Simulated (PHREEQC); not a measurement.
Hard or scaling water: speciation

Make-up at 25 °C: 0.033 mmol/kgw Ca(HCO3)2, 0.58 mmol/kgw Na2SO4 and 1.44 mmol/kgw NaCl. Closed to the air; pH follows from the charge balance.

Model: ion-association model, phreeqc.dat, run in PHREEQC.

```
Item                            Value
--------------------  ---------------
pH                               7.99
ionic strength        0.00326 mol/kgw
specific conductance        320 µS/cm
total alkalinity        0.0660 meq/kg
```

```csv
species,molality,activity,log γ
Na+,0.00259,0.00244,-0.027
Cl-,0.00144,0.00135,-0.027
SO4-2,0.000572,0.000448,-0.107
HCO3-,6.41e-5,6.03e-5,-0.026
Ca+2,3.10e-5,2.43e-5,-0.106
NaSO4-,5.82e-6,5.47e-6,-0.026
CaSO4,1.93e-6,1.94e-6,0.000
CO2,1.40e-6,1.40e-6,0.000
OH-,1.04e-6,9.78e-7,-0.027
CO3-2,3.49e-7,2.73e-7,-0.106
NaHCO3,8.27e-8,8.27e-8,0.000
CaHCO3+,1.99e-8,1.87e-8,-0.026
NaCO3-,1.32e-8,1.24e-8,-0.027
```

No solid was allowed to form.
